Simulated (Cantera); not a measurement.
A Cantera script and what it prints.

```python
import numpy as np
import cantera as ct

gas_names = """
    B BN B2 N N2
""".split()
cond_names = """
    B(b) B(L) BN(s)
""".split()


def load(file, names, dense=False):
    # The tables refer to 1 bar. Condensed volumes are neglected.
    table = {s.name: s for s in ct.Species.list_from_file(file)}
    out = []
    for n in names:
        d = dict(table[n].input_data)
        d["thermo"] = dict(d["thermo"], **{"reference-pressure": 1e5})
        if dense:
            d["equation-of-state"] = {"model": "constant-volume", "density": "1e6 g/cm^3"}
        out.append(ct.Species.from_dict(d))
    return out


gas = ct.Solution(thermo="ideal-gas", species=load("nasa_gas.yaml", gas_names))
cond = {s.name: ct.Solution(thermo="fixed-stoichiometry", species=[s], name=s.name)
        for s in load("nasa_condensed.yaml", cond_names, dense=True)}
atoms = {
    'BN': {'B': 1, 'N': 1},
    'N2': {'N': 2},
}
top_T = {'BN(s)': 3200}  # K; cautious upper limits of use, not melting points


def equilibrate(T, P, feed):
    n = {}
    for name, mol in feed.items():
        for a, k in atoms[name].items():
            n[a] = n.get(a, 0.0) + k * mol
    gas.TPX = T, P, n
    mass = sum(n.values()) * gas.mean_molecular_weight
    gas.equilibrate("TP")
    valid = [c for c in cond.values() if c.min_temp <= T <= top_T.get(c.name, c.max_temp)]
    mix = ct.Mixture([(gas, mass / gas.mean_molecular_weight)] + [(c, 0.0) for c in valid])
    mix.T, mix.P = T, P
    mix.equilibrate("TP", solver="vcs", rtol=1e-11, max_steps=5000)
    return mix


results = []
feed = {'BN': 1, 'N2': 4.8}  # mol
P = 13332.2  # Pa
for T in [2050, 2150, 2250, 2350, 2450, 2550, 2650, 2750]:
    mix = equilibrate(T, P, feed)
    results.append((T, P, feed, dict(zip(mix.species_names, mix.species_moles))))
    x = sorted(zip(gas.X, gas.species_names), reverse=True)
    print(f"T = {T:g} K  P = {P:g} Pa  gas = {mix.phase_moles(0):.4g} mol")
    print("   x: " + "  ".join(f"{s} {v:.3e}" for v, s in x if v > 1e-05))
    print("   condensed (mol): " + ("  ".join(f"{mix.phase(i).name} {mix.phase_moles(i):.4g}"
          for i in range(1, mix.n_phases) if mix.phase_moles(i) > 1e-12) or "none"))
```

It prints:

```
T = 2050 K  P = 13332.2 Pa  gas = 4.8 mol
   x: N2 1.000e+00
   condensed (mol): BN(s) 1
T = 2150 K  P = 13332.2 Pa  gas = 4.8 mol
   x: N2 1.000e+00
   condensed (mol): BN(s) 1
T = 2250 K  P = 13332.2 Pa  gas = 4.8 mol
   x: N2 1.000e+00
   condensed (mol): BN(s) 1
T = 2350 K  P = 13332.2 Pa  gas = 4.8 mol
   x: N2 1.000e+00  B 3.841e-05
   condensed (mol): BN(s) 0.9998
T = 2450 K  P = 13332.2 Pa  gas = 4.802 mol
   x: N2 9.998e-01  B 2.032e-04  BN 3.102e-05
   condensed (mol): BN(s) 0.9989
T = 2550 K  P = 13332.2 Pa  gas = 4.807 mol
   x: N2 9.989e-01  B 9.419e-04  BN 1.214e-04
   condensed (mol): BN(s) 0.9949
T = 2650 K  P = 13332.2 Pa  gas = 5.314 mol
   x: N2 9.972e-01  B 2.521e-03  BN 2.779e-04
   condensed (mol): B(L) 0.9851
T = 2750 K  P = 13332.2 Pa  gas = 5.332 mol
   x: N2 9.937e-01  B 5.719e-03  BN 5.444e-04
   condensed (mol): B(L) 0.9666
```

Method: chemical equilibrium by Gibbs-energy minimisation in Cantera with the NASA 1993 tables (ideal gas, pure condensed phases).
